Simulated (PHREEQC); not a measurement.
Solution (40 °C): 0.28 mol Mg(NO3)2 per kg of water. Closed to the air; pH follows from the charge balance.

Computed with PHREEQC (ion-association model, phreeqc.dat).

This is a speciation only: nothing precipitates in the calculation.

Q: Predict the activity of water, density.

A: activity of water 0.986; density 1.021 g/cm³.

The ionic strength is past about 0.7 mol/kgw, beyond the range of this activity model, so the values are rough. Species that the database lacks are ignored. Constants without temperature data keep their 25 °C values here.
